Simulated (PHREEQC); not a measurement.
Make-up at 12 °C: 64 mmol/kgw CdCl2, 10 mmol/kgw CuCl2 and 130 mmol/kgw H2SO4. Closed to the air; pH follows from the charge balance.

Equilibrium calculation in PHREEQC: ion-association model, phreeqc.dat.

Precipitation was switched off in this run.

**Question.** Estimate the pH.

**Answer.** pH 0.88.

**Question.** In which forms is Cu present?

**Answer.** Cu+2 72 %, CuSO4 25 %, CuCl+ 2.9 % of the Cu.

Species that the database lacks are ignored. Constants without temperature data keep their 25 °C values here.
